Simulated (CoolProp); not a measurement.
The numbers come from the reference Helmholtz-energy equation of state, Span 2003 in CoolProp. It is a short technical equation, of lower accuracy than the large ones.

Q: For n-heptane, give the phase and the conductivity (mW/(m K)), Prandtl number at 525.5 K and 0.194 MPa; 560.9 K and 0.0491 MPa.

A: 
- 525.5 K and 0.194 MPa: gas; conductivity 36.7, Prandtl number 0.740
- 560.9 K and 0.0491 MPa: gas; conductivity 40.4, Prandtl number 0.743

Viscosity comes from a separate model (Michailidou 2014). Thermal conductivity comes from a separate model (Assael 2013).
